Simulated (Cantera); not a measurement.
**Premixed flame**

A freely propagating, adiabatic, planar premixed flame of 6.69 % CH₄, 18.3 % O₂, 75.0 % N₂, unburnt at 300 K and 7.70 bar; mixture-averaged transport, grid criteria slope 0.08 and curve 0.16, no radiation.

Cantera simulation using GRI-Mech 3.0 (53 species, 325 reactions); the numbers are that mechanism's predictions, not measurements. Burning velocities carry a grid error of a few per cent, more on coarse grids.

```tsv
z (mm)	T (K)	u (m/s)	x CH₄	x O₂	x C₂H	x N₂O	x NO	x H₂O₂
-0.785	301	0.0566	0.0669	0.183	<1e-8	<1e-8	<1e-8	4.85e-8
-0.523	310	0.0584	0.0664	0.183	<1e-8	<1e-8	<1e-8	6.70e-7
-0.392	344	0.0648	0.0646	0.180	<1e-8	<1e-8	<1e-8	3.25e-6
-0.262	506	0.0958	0.0566	0.168	<1e-8	7.86e-8	1.03e-8	1.61e-5
-0.131	968	0.184	0.0340	0.129	<1e-8	4.12e-7	2.85e-7	4.53e-5
-0.0654	1319	0.251	0.0162	0.0955	<1e-8	7.72e-7	1.13e-6	2.20e-5
0	1655	0.314	0.00155	0.0620	<1e-8	1.31e-6	2.32e-6	2.03e-6
0.0654	1766	0.334	7.52e-6	0.0521	<1e-8	1.84e-6	3.12e-6	6.99e-7
0.131	1794	0.338	4.64e-8	0.0504	<1e-8	1.84e-6	3.44e-6	4.01e-7
0.262	1808	0.341	<1e-8	0.0499	<1e-8	1.26e-6	3.65e-6	1.75e-7
0.523	1812	0.341	<1e-8	0.0498	<1e-8	5.45e-7	3.78e-6	8.92e-8
1.05	1812	0.341	<1e-8	0.0498	<1e-8	3.33e-7	3.94e-6	7.81e-8
2.09	1812	0.341	<1e-8	0.0498	<1e-8	3.19e-7	4.24e-6	7.77e-8
```
x: mole fraction of selected species; z is measured from the peak of heat release.

| Property | Value |
|---|---|
| laminar burning velocity | 5.65 cm/s |
| thermal thickness | 0.262 mm |
| peak x(C₂H) | <1e-8 |
| peak x(H₂O₂) | 4.60e-5 |
| grid points | 134 |
